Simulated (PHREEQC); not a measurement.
1 kg of water holding 7e-05 mol CaSO4, 0.59 mol KCl, 0.018 mol MgBr2 and 0.42 mol NaBr is evaporated at 25 °C; the solids stay in contact with the brine. No CO2 enters from the air. Only these solids could form: Arcanite, Bischofite, Bloedite, Brucite, Carnallite, Epsomite, Glaserite, Glauberite, Gypsum, Anhydrite, Halite, Hexahydrite, Kainite, Kieserite, Leonite, Mirabilite, Misenite, Polyhalite, Portlandite, Schoenite, Sylvite, Syngenite, Thenardite, MgCl2_4H2O.

The numbers come from PHREEQC with the Pitzer model, pitzer.dat.

```tsv
water left (kg)	ionic strength	water activity	Sylvite (mol)	Ca in solution (mol/kgw)	S in solution (mol/kgw)	Br in solution (mol/kgw)
1	1.06	0.966	0	7.00e-5	7.00e-5	0.456
0.8219	1.29	0.959	0	8.52e-5	8.52e-5	0.555
0.6755	1.58	0.950	0	0.000104	0.000104	0.675
0.5552	1.92	0.938	0	0.000126	0.000126	0.821
0.4563	2.33	0.924	0	0.000153	0.000153	0.999
0.375	2.84	0.907	0	0.000187	0.000187	1.22
0.3082	3.45	0.884	0	0.000227	0.000227	1.48
0.2533	4.20	0.857	0	0.000276	0.000276	1.80
0.2082	5.11	0.822	0	0.000336	0.000336	2.19
0.1711	6.22	0.778	0	0.000409	0.000409	2.66
0.1407	7.38	0.730	0.0261	0.000498	0.000498	3.24
0.1156	7.94	0.701	0.146	0.000605	0.000605	3.94
```

Sylvite from water left = 0.1407 kg.

Species that the database lacks are ignored.
